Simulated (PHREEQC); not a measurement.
0.073 g of hydrous ferric oxide (600 m²/g; 0.2 weak and 0.005 strong sites per Fe, Dzombak-Morel constants, diffuse double layer) in 1 kg of water with 0.3 mol/kgw of an inert sodium salt and 1.7e-07 mol NaF, at 25 °C; the pH is set by adding NaOH or the inert anion's acid. Oxygen is held at 0.21 atm. The system is closed to CO2. Nothing may precipitate in this run.

Equilibrium calculation in PHREEQC: ion-association model, wateq4f.dat.

```csv
pH,F sorbed (%),surface charge σ (C/m²),surface potential ψ (mV)
4,23.2,0.349,123
4.5,21.8,0.318,118
5,17.8,0.269,110
5.5,12.6,0.210,98
6,7.8,0.154,83
6.5,4.3,0.106,65
7,2.1,0.066,46
7.5,1.0,0.034,26
8,0.4,0.006,5
8.5,0.2,-0.021,-17
9,0.1,-0.051,-38
9.5,0.0,-0.087,-57
10,0.0,-0.132,-75
```

Species that the database lacks are ignored.
